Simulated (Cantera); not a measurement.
A Cantera script and what it prints.

```python
import numpy as np
import cantera as ct

gas_names = """
    F FO FO2 F2 F2O H HF HOF HO2 H2 H2F2 H2O H2O2 H3F3 H4F4 H5F5 H6F6 H7F7 O OH O2 O3
""".split()
cond_names = """
    H2O(s) H2O(L)
""".split()


# ... load() reads the species with a 1 bar reference pressure and builds the phases ...
atoms = {
    'HF': {'H': 1, 'F': 1},
    'O2': {'O': 2},
    'H2': {'H': 2},
}
top_T = {}  # K; cautious upper limits of use, not melting points


# ... equilibrate(T, P, feed) seeds the gas with the atoms and calls Mixture.equilibrate('TP', solver="vcs", rtol=1e-11, max_steps=5000) ...
results = []
feed = {'HF': 1, 'O2': 0.16, 'H2': 0.086}  # mol
P = 10000  # Pa
for T in [1623, 1673, 1723, 1773, 1823, 1873, 1923, 1973, 2023, 2073, 2123, 2173, 2223]:
    mix = equilibrate(T, P, feed)
    results.append((T, P, feed, dict(zip(mix.species_names, mix.species_moles))))

top = {s: max(r[3][s] / sum(r[3][g] for g in gas_names) for r in results) for s in gas_names}
cols = sorted((s for s in top if top[s] > 1e-06), key=lambda s: -top[s])[:6]
seen = [c for c in cond_names if any(r[3].get(c, 0) > 1e-12 for r in results)]
print("log10 of partial pressures in bar; condensed amounts in mol")
print(f"{'T/K':>10s}" + "".join(f"{s[:9]:>10s}" for s in cols + seen))
for T, P, feed, n in results:
    ng = sum(n[g] for g in gas_names)
    print(f"{T:10.4g}" + "".join(f"{np.log10(max(n[s] / ng * P / 1e5, 1e-99)):10.3f}" for s in cols)
          + "".join(f"{n.get(c, 0):10.4g}" for c in seen))
```

It prints:

```
log10 of partial pressures in bar; condensed amounts in mol
       T/K        HF        O2       H2O        OH         O        H2
      1623    -1.080    -2.012    -2.147    -4.584    -5.727    -6.203
      1673    -1.080    -2.013    -2.147    -4.427    -5.482    -5.962
      1723    -1.080    -2.013    -2.148    -4.280    -5.252    -5.735
      1773    -1.080    -2.013    -2.148    -4.141    -5.034    -5.521
      1823    -1.080    -2.014    -2.149    -4.010    -4.828    -5.319
      1873    -1.081    -2.014    -2.150    -3.886    -4.633    -5.128
      1923    -1.081    -2.015    -2.152    -3.769    -4.449    -4.947
      1973    -1.081    -2.016    -2.154    -3.659    -4.274    -4.776
      2023    -1.081    -2.017    -2.156    -3.554    -4.107    -4.613
      2073    -1.081    -2.019    -2.159    -3.454    -3.949    -4.459
      2123    -1.081    -2.021    -2.163    -3.360    -3.798    -4.312
      2173    -1.082    -2.023    -2.168    -3.271    -3.655    -4.174
      2223    -1.082    -2.026    -2.174    -3.187    -3.518    -4.042
```

Method: chemical equilibrium by Gibbs-energy minimisation in Cantera with the NASA 1993 tables (ideal gas, pure condensed phases).
